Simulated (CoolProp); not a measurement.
Values from CoolProp's reference Helmholtz-energy equation of state, Lemmon 2006. It is a short technical equation, of lower accuracy than the large ones.

Problem. For nitrous oxide, give the phase and the density (kg/m³), Joule-Thomson coefficient (K/MPa), expansivity (1/kK) at 320.6 K and 1.81 MPa; 320.6 K and 16.3 MPa; 320.6 K and 18.1 MPa.

Solution. 
- 320.6 K and 1.81 MPa: gas; density 32.5, Joule-Thomson coefficient 9.38, expansivity 4.08
- 320.6 K and 16.3 MPa: supercritical; density 762, Joule-Thomson coefficient 0.818, expansivity 7.74
- 320.6 K and 18.1 MPa: supercritical; density 784, Joule-Thomson coefficient 0.655, expansivity 6.70
